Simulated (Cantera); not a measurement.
A perfectly stirred reactor is fed with CH4 : C2H6 : O2 : N2 = 1 : 1.1 : 9 : 33.8 (molar parts), equivalence ratio 0.65, at 100000 Pa; it is adiabatic with a 500 K inlet, and is followed from long to short residence time, starting on the burning branch (τ in s: 0.025, 0.012, 0.0056, 0.0026, 0.0012, 0.00058, 0.00027, 0.00013, 6e-05, 2.8e-05, 1.3e-05).

Computed with Cantera and GRI-Mech 3.0 (53 species, 325 reactions).

Question: Predict: blow-out, bracketed by the residence times tried; x(CH4) at τ = 25.0 ms; x(C2H6) at τ = 25.0 ms; x(O2) at τ = 25.0 ms; x(CH2) at τ = 25.0 ms; x(NO) at τ = 25.0 ms; x(CH4) at τ = 0.580 ms; x(C2H6) at τ = 0.580 ms; x(O2) at τ = 0.580 ms; x(CH2) at τ = 0.580 ms; x(NO) at τ = 0.580 ms.

Answer: 
| Item | Result |
|---|---|
| blow-out, bracketed by the residence times tried | burning at 0.130 ms, out at 60.0 µs |
| x(CH4) at τ = 25.0 ms | 5.62e-6 |
| x(C2H6) at τ = 25.0 ms | 1.37e-6 |
| x(O2) at τ = 25.0 ms | 0.0692 |
| x(CH2) at τ = 25.0 ms | 1.12e-7 |
| x(NO) at τ = 25.0 ms | 5.40e-5 |
| x(CH4) at τ = 0.580 ms | 8.50e-5 |
| x(C2H6) at τ = 0.580 ms | 2.30e-5 |
| x(O2) at τ = 0.580 ms | 0.0733 |
| x(CH2) at τ = 0.580 ms | 1.81e-6 |
| x(NO) at τ = 0.580 ms | 1.34e-5 |
